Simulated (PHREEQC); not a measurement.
Consider water at 25 °C with 29 mmol/kgw Cu(NO3)2 and 0.19 mmol/kgw Na2SO4. Closed to the air; pH follows from the charge balance.

Equilibrium calculation in PHREEQC: ion-association model, wateq4f.dat.

```json
[
 {"quantity": "pH", "before": "4.50", "after": "3.82"},
 {"quantity": "SO4-2 (mol/kgw)", "before": "9.80e-5", "after": "9.09e-5"},
 {"quantity": "CuSO4 (mol/kgw)", "before": "9.18e-5", "after": "9.62e-5"},
 {"quantity": "Cu2(OH)2+2 (mol/kgw)", "before": "1.64e-5", "after": "9.33e-5"},
 {"quantity": "CuOH+ (mol/kgw)", "before": "4.88e-6", "after": "9.47e-7"},
 {"quantity": "Cu(OH)2 (mol/kgw)", "before": "2.47e-7", "after": "9.73e-9"},
 {"quantity": "SI of Tenorite (CuO)", "before": "-0.54", "after": "-0.07"}
]
```

Task: Which change was made?
A. temperature from 25 to 85 °C
B. diluted 5-fold with water
C. Na2SO4 from 0.00019 to 0.000285 mol/kgw
D. temperature from 25 to 5 °C

Result: A, temperature from 25 to 85 °C

No solid was allowed to form. Constants without temperature data keep their 25 °C values here.
